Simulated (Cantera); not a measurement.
Premixed flame

A freely propagating, adiabatic, planar premixed flame of 30.0 % CO, 0.931 % H₂, 12.9 % O₂, 48.6 % N₂, 7.51 % CO₂, equivalence ratio 1.2, unburnt at 723 K and 5.00 bar; multicomponent+Soret transport, grid criteria slope 0.08 and curve 0.16, no radiation.

Detailed kinetics in Cantera: GRI-Mech 3.0 (53 species, 325 reactions). The hydrogen kinetics of GRI-Mech 3.0 are dated; newer H2 mechanisms differ, most at raised pressure. Burning velocities carry a grid error of a few per cent, more on coarse grids.

```json
[
 {"z (mm)": "-0.541", "T (K)": "723", "u (m/s)": "0.951", "x CO": "0.300", "x H₂": "0.00924", "x O₂": "0.129", "x H₂O₂": "<1e-8", "x N₂O": "<1e-8", "x O": "<1e-8"},
 {"z (mm)": "-0.360", "T (K)": "723", "u (m/s)": "0.951", "x CO": "0.300", "x H₂": "0.00904", "x O₂": "0.129", "x H₂O₂": "2.60e-8", "x N₂O": "<1e-8", "x O": "<1e-8"},
 {"z (mm)": "-0.270", "T (K)": "723", "u (m/s)": "0.951", "x CO": "0.300", "x H₂": "0.00872", "x O₂": "0.129", "x H₂O₂": "1.62e-7", "x N₂O": "<1e-8", "x O": "<1e-8"},
 {"z (mm)": "-0.180", "T (K)": "726", "u (m/s)": "0.953", "x CO": "0.300", "x H₂": "0.00787", "x O₂": "0.129", "x H₂O₂": "1.63e-6", "x N₂O": "<1e-8", "x O": "<1e-8"},
 {"z (mm)": "-0.0901", "T (K)": "783", "u (m/s)": "1.02", "x CO": "0.297", "x H₂": "0.00558", "x O₂": "0.127", "x H₂O₂": "3.40e-5", "x N₂O": "1.92e-8", "x O": "3.18e-6"},
 {"z (mm)": "-0.0451", "T (K)": "1031", "u (m/s)": "1.33", "x CO": "0.276", "x H₂": "0.00363", "x O₂": "0.115", "x H₂O₂": "5.81e-5", "x N₂O": "1.81e-7", "x O": "0.000336"},
 {"z (mm)": "0", "T (K)": "1460", "u (m/s)": "1.84", "x CO": "0.222", "x H₂": "0.00133", "x O₂": "0.0836", "x H₂O₂": "1.83e-6", "x N₂O": "8.85e-7", "x O": "0.00482"},
 {"z (mm)": "0.0451", "T (K)": "1759", "u (m/s)": "2.16", "x CO": "0.174", "x H₂": "0.000564", "x O₂": "0.0559", "x H₂O₂": "3.64e-7", "x N₂O": "1.50e-6", "x O": "0.00914"},
 {"z (mm)": "0.0901", "T (K)": "1929", "u (m/s)": "2.34", "x CO": "0.149", "x H₂": "0.000543", "x O₂": "0.0429", "x H₂O₂": "1.98e-7", "x N₂O": "1.55e-6", "x O": "0.00900"},
 {"z (mm)": "0.180", "T (K)": "2102", "u (m/s)": "2.51", "x CO": "0.129", "x H₂": "0.000544", "x O₂": "0.0333", "x H₂O₂": "1.07e-7", "x N₂O": "1.45e-6", "x O": "0.00637"},
 {"z (mm)": "0.360", "T (K)": "2252", "u (m/s)": "2.66", "x CO": "0.111", "x H₂": "0.000480", "x O₂": "0.0253", "x H₂O₂": "5.83e-8", "x N₂O": "1.26e-6", "x O": "0.00375"},
 {"z (mm)": "0.721", "T (K)": "2368", "u (m/s)": "2.77", "x CO": "0.0965", "x H₂": "0.000410", "x O₂": "0.0183", "x H₂O₂": "3.35e-8", "x N₂O": "9.48e-7", "x O": "0.00213"},
 {"z (mm)": "1.44", "T (K)": "2454", "u (m/s)": "2.85", "x CO": "0.0847", "x H₂": "0.000353", "x O₂": "0.0126", "x H₂O₂": "2.07e-8", "x N₂O": "6.31e-7", "x O": "0.00121"}
]
```
x: mole fraction of selected species; z is measured from the peak of heat release.

```json
{
 "laminar_burning_velocity": "95.1 cm/s",
 "thermal_thickness": "0.180 mm",
 "peak x(H₂O₂)": "6.76e-5",
 "peak x(O)": "0.00944",
 "grid_points": "113"
}
```
